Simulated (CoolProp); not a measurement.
Model: reference Helmholtz-energy equation of state, Span 2003, in CoolProp. It is a short technical equation, of lower accuracy than the large ones.

**Question.** For n-heptane, give the phase and the cp (kJ/(kg K)) at 149.45 °C and 0.0741 MPa; 109.25 °C and 1.86 MPa; -41.95 °C and 0.668 MPa.

**Answer.** 
- 149.45 °C and 0.0741 MPa: gas; cp 2.22
- 109.25 °C and 1.86 MPa: liquid; cp 2.60
- -41.95 °C and 0.668 MPa: liquid; cp 2.04
